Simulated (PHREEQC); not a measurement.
1 kg of water holding 14 mmol/kgw NaHCO3 meets 20 L of dry gas (CO2 0.79, H2 0.21 by moles) at fixed total pressure, at 1 atm; fugacities by Peng-Robinson. The gases take part in no redox reaction, some water evaporates into the gas, and hydrates or a liquid gas phase aren't modelled. Precipitation was switched off in this run.

The numbers come from PHREEQC with the ion-association model, phreeqc.dat.

Q: Predict dissolved CO2 (all carbonate carbon) (mol/kgw), p of CO2 (atm) at T (°C) = 10, 40, 60, 70.

A: 
```json
[
 {"T (°C)": "10", "dissolved CO2 (all carbonate carbon) (mol/kgw)": "0.0551", "p of CO2 (atm)": "0.770"},
 {"T (°C)": "40", "dissolved CO2 (all carbonate carbon) (mol/kgw)": "0.0312", "p of CO2 (atm)": "0.728"},
 {"T (°C)": "60", "dissolved CO2 (all carbonate carbon) (mol/kgw)": "0.0244", "p of CO2 (atm)": "0.632"},
 {"T (°C)": "70", "dissolved CO2 (all carbonate carbon) (mol/kgw)": "0.0218", "p of CO2 (atm)": "0.545"}
]
```

At this temperature some constants are extrapolated from 25 °C, and those without enthalpy data are left unchanged.
